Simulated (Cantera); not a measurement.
Thermodynamics of silicon epitaxy and polysilicon growth, feed Si2Cl6 + N2

Input: 1 mol Si2Cl6, 32 mol N2, held at 33.0 mbar.

Cantera equilibrium calculation (NASA polynomials, part measured and part estimated; ideal gas, pure solids and liquids). Candidate condensed phases: Si, Si3N4; 13 gas species. The feed counts by its element totals alone. N2 is the only nitrogen source here; it is nearly inert below about 1500 K, so the nitride shown seldom forms there in practice. The tables' values for SiCl3 are old estimates; treat these amounts as uncertain. Rates play no part.

From 800 °C to 1150 °C the condensed part is Si3N4(s). From 1200 °C to 1350 °C nothing is condensed. The main Si-bearing gas is SiCl4 at 800 °C and SiCl2 at 1350 °C.

```csv
T (°C),x N2,x SiCl4,x SiCl2,x SiCl3,n Si3N4(s)
800,0.955,0.0451,7.40e-6,0.000144,0.166
850,0.955,0.0450,3.00e-5,0.000330,0.166
900,0.955,0.0446,0.000108,0.000698,0.164
950,0.954,0.0440,0.000345,0.00138,0.161
1000,0.954,0.0427,0.000999,0.00255,0.154
1050,0.953,0.0404,0.00263,0.00441,0.140
1100,0.950,0.0365,0.00626,0.00703,0.112
1150,0.946,0.0302,0.0134,0.0101,0.0631
1200,0.941,0.0231,0.0232,0.0125,0
1250,0.941,0.0227,0.0229,0.0132,0
1300,0.941,0.0223,0.0227,0.0139,0
1350,0.940,0.0217,0.0226,0.0145,0
```
x: gas mole fraction; n: condensed amount in mol.
